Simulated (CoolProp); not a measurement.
A simple Rankine cycle with water: condensing at 310.15 K, boiler at 1.23 MPa, turbine inlet 464.1 K, turbine efficiency 0.9, pump efficiency 0.7, no recuperator. Each further row changes one setting.

The numbers come from the reference Helmholtz-energy equation of state, Wagner 2002 in CoolProp.

```tsv
case	thermal efficiency (%)	net work (kJ/kg)	heat in (kJ/kg)	turbine exit temperature (K)	volume ratio over the turbine
as stated	26.5	697	2630	310.2	[?]
turbine inlet 484.1 K	26.6	713	[?]	310.2	109
condensing temperature 302.15 K	[?]	741	2670	302.1	[?]
boiler pressure 0.861 MPa	24.9	662	[?]	310.2	79.8
turbine efficiency 0.8	[?]	619	2630	310.2	118
```

**Question.** Some entries are withheld; supply them.

**Answer.** 
- as stated, volume ratio over the turbine: 114
- turbine inlet 484.1 K, heat in (kJ/kg): 2690
- condensing temperature 302.15 K, thermal efficiency (%): 27.8
- condensing temperature 302.15 K, volume ratio over the turbine: 171
- boiler pressure 0.861 MPa, heat in (kJ/kg): 2660
- turbine efficiency 0.8, thermal efficiency (%): 23.5

The expansion ends wet for: as stated; turbine inlet 484.1 K; condensing temperature 302.15 K; boiler pressure 0.861 MPa; turbine efficiency 0.8.
